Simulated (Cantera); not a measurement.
## Abatement and gas-phase synthesis: PH3 + O2

Feed: 1 mol PH3, 3.7 mol O2, held at 3600000 Pa.

These are equilibrium values from Cantera (NASA tables, ideal gas, pure condensed phases), not measurements of a reactor. Candidate condensed phases: H2O, P, P4O10; 17 gas species. The ideal-gas law is rough above about 30 bar. Gases not in the tables: HPO2, HPO3 and P4O6. Rates play no part.

From 1323 K to 2523 K nothing is condensed.

```json
[
 {"T (K)": "1323", "x O2": "0.493", "x H2O": "0.435", "x PO2": "2.52e-8", "x P4O10": "0.0725", "x OH": "1.44e-5"},
 {"T (K)": "1423", "x O2": "0.493", "x H2O": "0.435", "x PO2": "3.26e-7", "x P4O10": "0.0725", "x OH": "4.07e-5"},
 {"T (K)": "1523", "x O2": "0.493", "x H2O": "0.435", "x PO2": "2.99e-6", "x P4O10": "0.0725", "x OH": "0.000100"},
 {"T (K)": "1623", "x O2": "0.493", "x H2O": "0.435", "x PO2": "2.07e-5", "x P4O10": "0.0725", "x OH": "0.000222"},
 {"T (K)": "1723", "x O2": "0.493", "x H2O": "0.434", "x PO2": "0.000114", "x P4O10": "0.0724", "x OH": "0.000447"},
 {"T (K)": "1823", "x O2": "0.492", "x H2O": "0.434", "x PO2": "0.000516", "x P4O10": "0.0723", "x OH": "0.000833"},
 {"T (K)": "1923", "x O2": "0.492", "x H2O": "0.433", "x PO2": "0.00198", "x P4O10": "0.0718", "x OH": "0.00145"},
 {"T (K)": "2023", "x O2": "0.490", "x H2O": "0.430", "x PO2": "0.00664", "x P4O10": "0.0703", "x OH": "0.00239"},
 {"T (K)": "2123", "x O2": "0.486", "x H2O": "0.424", "x PO2": "0.0195", "x P4O10": "0.0661", "x OH": "0.00374"},
 {"T (K)": "2223", "x O2": "0.478", "x H2O": "0.409", "x PO2": "0.0507", "x P4O10": "0.0560", "x OH": "0.00554"},
 {"T (K)": "2323", "x O2": "0.462", "x H2O": "0.380", "x PO2": "0.113", "x P4O10": "0.0359", "x OH": "0.00773"},
 {"T (K)": "2423", "x O2": "0.442", "x H2O": "0.344", "x PO2": "0.191", "x P4O10": "0.0104", "x OH": "0.0103"},
 {"T (K)": "2523", "x O2": "0.433", "x H2O": "0.329", "x PO2": "0.221", "x P4O10": "0.000875", "x OH": "0.0138"}
]
```
x: gas mole fraction; nothing condenses.
